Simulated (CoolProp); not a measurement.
Vapour-liquid equilibrium of carbon dioxide (1) + R22 (2) at -36.15 °C; x and y are mole fractions of (1).

Values from CoolProp's multi-fluid Helmholtz-energy mixture model, Span 1996 and Kamei 1995; pair parameters Bell 2016.

```
x     bubble pressure, mixture model (MPa)  bubble pressure, Raoult's law (MPa)  y, mixture model  y, Raoult's law
----  ------------------------------------  -----------------------------------  ----------------  ---------------
0.05                                0.1630                               0.1769             0.260            0.326
0.2                                 0.2919                               0.3313             0.643            0.697
0.35                                0.4389                               0.4856             0.803            0.832
0.5                                 0.5965                               0.6400             0.886            0.902
0.65                                0.7592                               0.7944             0.935            0.945
0.8                                 0.9251                               0.9487             0.968            0.974
0.95                                 1.096                                1.103             0.993            0.994
```

The largest gap from Raoult's law is -11.9 % in bubble pressure, at x = 0.2. No azeotrope shows between x = 0.05 and 0.95.

Pair parameters are fitted to limited data, so mixtures are less certain than the pure fluids.
